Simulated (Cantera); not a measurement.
A perfectly stirred reactor is fed with C2H6 : N2 = 1 : 1.8 (molar parts), at 1.00 atm; it is held at 1373 K, and followed from long to short residence time.

Model: GRI-Mech 3.0 (53 species, 325 reactions), integrated in Cantera. GRI-Mech 3.0 stops at C3 and has no aromatics, soot or wall deposition, so with more carbon than oxygen in the feed, carbon stays in small species such as C2H2 where larger ones or solid carbon would form.

x: mole fraction; the columns are a selection and need not sum to one.

| τ (s) | x C2H6 | x CH4 | x CH2 | x C2H2 | x C2H4 | x C2H |
|---|---|---|---|---|---|---|
| 0.95 | 0.00111 | 0.0982 | 5.56e-10 | 0.138 | 0.0514 | 2.23e-9 |
| 0.34 | 0.00193 | 0.0868 | 9.67e-10 | 0.135 | 0.0586 | 3.05e-9 |
| 0.13 | 0.00345 | 0.0799 | (withheld) | 0.129 | 0.0686 | 3.96e-9 |
| 0.045 | 0.00705 | 0.0760 | (withheld) | 0.114 | 0.0857 | 4.87e-9 |
| 0.017 | 0.0145 | 0.0739 | (withheld) | 0.0920 | 0.109 | 5.21e-9 |
| 0.0060 | 0.0333 | 0.0693 | (withheld) | 0.0609 | 0.136 | 4.54e-9 |
| 0.0022 | 0.0750 | 0.0575 | (withheld) | 0.0317 | 0.146 | 2.99e-9 |

**Question.** Some entries are withheld; supply them.

**Answer.** 
- 0.13, x CH2: 1.68e-9
- 0.045, x CH2: 3.18e-9
- 0.017, x CH2: 5.84e-9
- 0.0060, x CH2: 1.12e-8
- 0.0022, x CH2: 2.00e-8
